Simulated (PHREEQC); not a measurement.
1 kg of water holding 0.011 mol/kgw KCl and 0.17 mol/kgw K2SO4 is evaporated at 30 °C; the solids stay in contact with the brine. The system is closed to CO2. Solids allowed: Arcanite, Misenite, Sylvite. Others were left out.

All values are PHREEQC results (Pitzer model, pitzer.dat), not measurements.

```csv
water left (kg),ionic strength,water activity,Arcanite (mol),Cl in solution (mol/kgw),K in solution (mol/kgw)
1,0.521,0.993,0,0.0110,0.351
0.8219,0.634,0.991,0,0.0134,0.427
0.6755,0.771,0.990,0,0.0163,0.520
0.4563,1.14,0.985,0,0.0241,0.769
0.375,1.39,0.982,0,0.0293,0.936
0.3082,1.69,0.979,0,0.0357,1.14
0.2533,2.04,0.975,0.00170,0.0434,1.37
0.2082,2.04,0.975,0.0324,0.0528,1.37
0.1711,2.03,0.975,0.0577,0.0643,1.38
0.1156,2.03,0.974,0.0954,0.0951,1.39
0.09502,2.03,0.974,0.109,0.116,1.39
0.07809,2.03,0.973,0.121,0.141,1.40
0.06418,2.02,0.973,0.130,0.171,1.41
0.05275,2.02,0.972,0.138,0.209,1.42
0.04335,2.02,0.971,0.144,0.254,1.43
0.0293,2.02,0.969,0.154,0.375,1.47
0.02407,2.03,0.967,0.157,0.457,1.50
0.01979,2.04,0.965,0.160,0.556,1.54
0.01627,2.06,0.962,0.162,0.676,1.60
0.01337,2.10,0.959,0.164,0.823,1.67
0.01099,2.16,0.955,0.166,1.00,1.77
0.007426,2.39,0.942,0.168,1.48,2.09
0.006093,2.59,0.933,0.168,1.81,2.33
0.005012,2.85,0.922,0.169,2.19,2.63
```

Arcanite from water left = 0.2533 kg.
